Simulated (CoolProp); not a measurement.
Properties of n-pentane at several states.

Model: reference Helmholtz-energy equation of state, Thol 2019, in CoolProp.

```
T (K)  p (MPa)   phase  cv (kJ/(kg K))  speed of sound (m/s)
-----  -------  ------  --------------  --------------------
338.6    0.695  liquid      (withheld)            (withheld)
193       14.1  liquid      (withheld)            (withheld)
164.3     9.59  liquid           1.458            (withheld)
424.7    0.122     gas      (withheld)                 223.7
```

Problem. Fill in the missing entries.

Solution. 
- 338.6, cv (kJ/(kg K)): 1.884
- 338.6, speed of sound (m/s): 816.1
- 193, cv (kJ/(kg K)): 1.474
- 193, speed of sound (m/s): 1600
- 164.3, speed of sound (m/s): 1720
- 424.7, cv (kJ/(kg K)): 2.111
